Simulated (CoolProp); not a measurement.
A single-stage vapour-compression cycle with R143a: evaporating at 222.15 K (dew point), condensing at 258.15 K (bubble point), superheat 10 K, subcooling 5 K, compressor efficiency 0.7, no pressure losses. Each further row changes one setting.

Model: reference Helmholtz-energy equation of state, Lemmon and Jacobsen 2000, in CoolProp.

```json
[
 {"case": "as stated", "cooling COP": "3.83", "pressure ratio": "4.47", "discharge temperature (K)": "296.0", "refrigerating effect (kJ/kg)": "195", "volumetric capacity (kJ/m³)": "746"},
 {"case": "evaporating temperature 227.15 K", "cooling COP": "[?]", "pressure ratio": "3.51", "discharge temperature (K)": "[?]", "refrigerating effect (kJ/kg)": "199", "volumetric capacity (kJ/m³)": "[?]"},
 {"case": "condensing temperature 253.15 K", "cooling COP": "[?]", "pressure ratio": "3.73", "discharge temperature (K)": "[?]", "refrigerating effect (kJ/kg)": "202", "volumetric capacity (kJ/m³)": "773"},
 {"case": "subcooling 10 K", "cooling COP": "[?]", "pressure ratio": "4.47", "discharge temperature (K)": "296.0", "refrigerating effect (kJ/kg)": "202", "volumetric capacity (kJ/m³)": "773"},
 {"case": "superheat 20 K", "cooling COP": "[?]", "pressure ratio": "4.47", "discharge temperature (K)": "306.9", "refrigerating effect (kJ/kg)": "204", "volumetric capacity (kJ/m³)": "[?]"},
 {"case": "compressor efficiency 0.6", "cooling COP": "3.28", "pressure ratio": "4.47", "discharge temperature (K)": "304.5", "refrigerating effect (kJ/kg)": "195", "volumetric capacity (kJ/m³)": "746"}
]
```

Problem. Fill in the missing entries.

Solution. 
- evaporating temperature 227.15 K, cooling COP: 4.64
- evaporating temperature 227.15 K, discharge temperature (K): 291.1
- evaporating temperature 227.15 K, volumetric capacity (kJ/m³): 951
- condensing temperature 253.15 K, cooling COP: 4.54
- condensing temperature 253.15 K, discharge temperature (K): 288.1
- subcooling 10 K, cooling COP: 3.96
- superheat 20 K, cooling COP: 3.81
- superheat 20 K, volumetric capacity (kJ/m³): 742
